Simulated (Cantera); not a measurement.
A closed system holds: 1 mol C, 0.68 mol H₂O, at 6000 Torr.

Cantera equilibrium calculation (NASA polynomials, part measured and part estimated; ideal gas, pure solids and liquids). Candidate condensed phases: C, C₆H₆, C₇H₈, C₈H₁₈, H₂O; 110 gas species. The numbers say what is thermodynamically allowed, not how fast it happens.

At 500 °C, list the 5 most abundant gas species with their mole fractions, and the condensed phases.

H₂O 0.450, CO₂ 0.240, CH₄ 0.192, H₂ 0.107, CO 0.0111. Condensed: C(graphite).
